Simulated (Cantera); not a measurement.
**C₃H₆ + NH₃ + CO₂ (carbon deposition, reforming and gasification)**

Charge: 1 mol C₃H₆, 0.017 mol NH₃, 0.78 mol CO₂, equilibrated at 5850 Torr.

Method: chemical equilibrium by Gibbs-energy minimisation in Cantera with the NASA 1993 tables (ideal gas, pure condensed phases). Candidate condensed phases: C, C₆H₆, C₇H₈, C₈H₁₈, H₂O; 136 gas species. Equilibrium is a limit: real reactors are often held back by kinetics, nucleation or transport.

| T (K) | x H₂ | x CO | x H₂O | x CH₄ | x H | x CO₂ | x C₂H₂ (acetylene) | n C(graphite) |
|---|---|---|---|---|---|---|---|---|
| 1125 | 0.560 | 0.263 | 0.0737 | 0.0705 | 1.19e-8 | 0.0315 | 1.29e-8 | 2.36 |
| 1275 | 0.619 | 0.327 | 0.0184 | 0.0277 | 2.08e-7 | 0.00585 | 2.38e-7 | 2.20 |
| 1425 | 0.641 | 0.338 | 0.00514 | 0.0121 | 1.96e-6 | 0.00119 | 2.26e-6 | 2.19 |
| 1575 | 0.650 | 0.340 | 0.00177 | 0.00599 | 1.20e-5 | 0.000319 | 1.37e-5 | 2.20 |
| 1725 | 0.654 | 0.340 | 0.000729 | 0.00333 | 5.38e-5 | 0.000108 | 6.02e-5 | 2.21 |
| 1875 | 0.655 | 0.340 | 0.000347 | 0.00203 | 0.000190 | 4.37e-5 | 0.000208 | 2.21 |
| 2025 | 0.655 | 0.340 | 0.000185 | 0.00133 | 0.000558 | 2.05e-5 | 0.000593 | 2.21 |
| 2175 | 0.654 | 0.340 | 0.000107 | 0.000927 | 0.00141 | 1.07e-5 | 0.00146 | 2.20 |
| 2325 | 0.651 | 0.339 | 6.69e-5 | 0.000674 | 0.00318 | 6.14e-6 | 0.00318 | 2.18 |
| 2475 | 0.645 | 0.339 | 4.41e-5 | 0.000507 | 0.00647 | 3.78e-6 | 0.00627 | 2.15 |
| 2625 | 0.635 | 0.338 | 3.03e-5 | 0.000390 | 0.0121 | 2.46e-6 | 0.0113 | 2.10 |
| 2775 | 0.620 | 0.336 | 2.15e-5 | 0.000303 | 0.0211 | 1.69e-6 | 0.0190 | 2.02 |
| 2925 | 0.597 | 0.334 | 1.55e-5 | 0.000235 | 0.0345 | 1.20e-6 | 0.0297 | 1.91 |
x: gas mole fraction; n: condensed amount in mol.

From 1125 K to 2925 K the condensed part is C(graphite). The main C-bearing gas is CO throughout. The share of C in condensed phases is highest at 1125 K (62.3 %) and lowest at 2925 K (50.5 %).
